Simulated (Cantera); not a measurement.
**Thermodynamics of tantalum, niobium, vanadium and zirconium in process gases, feed Nb + O2 + H2**

Feed: 1 mol Nb, 8.7 mol O2, 74 mol H2, at 1277 °C and 0.740 Pa.

Method: chemical equilibrium by Gibbs-energy minimisation in Cantera with the NASA 1993 tables (ideal gas, pure condensed phases). Candidate condensed phases: H2O, Nb, NbO, NbO2, Nb2O5; 12 gas species. Condensed phases not in the tables: the oxides between NbO2 and Nb2O5. Rates play no part.

The x(H2) is 0.789 and the x(H2O) comes out as 0.200. The x(H) is 0.0103. The x(OH) comes out as 8.77e-5 and the x(NbO2) is 2.38e-5. The n(Nb2O5(s)) comes out as 0.499 mol and the gas amount is 74.39 mol. The log10 activity of NbO2(s) (absent) is -0.17 and the log10 activity of Nb(s) (absent) is -5.73.
